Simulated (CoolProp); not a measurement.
Vapour pressure (MPa) of C3F8 (R218): the reference equation beside estimates from Tc = 71.9 °C, pc = 2.640 MPa, ω = 0.317.

Model: reference Helmholtz-energy equation of state, Lemmon 2006, in CoolProp. It is a short technical equation, of lower accuracy than the large ones.

| T (°C) | reference | van der Waals | Redlich-Kwong | Soave-Redlich-Kwong |
|---|---|---|---|---|
| -75.55 | 0.01155 | (withheld) | 0.03259 | (withheld) |
| -61.75 | 0.02791 | 0.2586 | 0.06716 | 0.02767 |
| -47.95 | (withheld) | 0.3668 | 0.1243 | 0.05905 |
| -34.05 | 0.1145 | 0.5027 | (withheld) | 0.1143 |
| -20.25 | 0.2023 | 0.6667 | 0.3366 | 0.2029 |
| -6.45 | 0.3343 | (withheld) | (withheld) | 0.3367 |
| 7.45 | 0.5242 | 1.092 | 0.7292 | 0.5304 |
| 21.25 | 0.7831 | 1.355 | 1.010 | 0.7953 |
| 35.15 | 1.130 | (withheld) | 1.358 | 1.151 |
| 48.95 | 1.579 | 1.994 | 1.775 | 1.607 |

Task: Fill in the missing entries.

Result: 
- -75.55, van der Waals: 0.1744
- -75.55, Soave-Redlich-Kwong: 0.01142
- -47.95, reference: 0.05936
- -34.05, Redlich-Kwong: 0.2120
- -6.45, van der Waals: 0.8619
- -6.45, Redlich-Kwong: 0.5060
- 35.15, van der Waals: 1.657

Absolute difference from the reference over all 10 rows, mean and median: van der Waals 373.5 and 193.7 %, Redlich-Kwong 73.6 and 58.9 %, Soave-Redlich-Kwong 1.0 and 1.0 %.
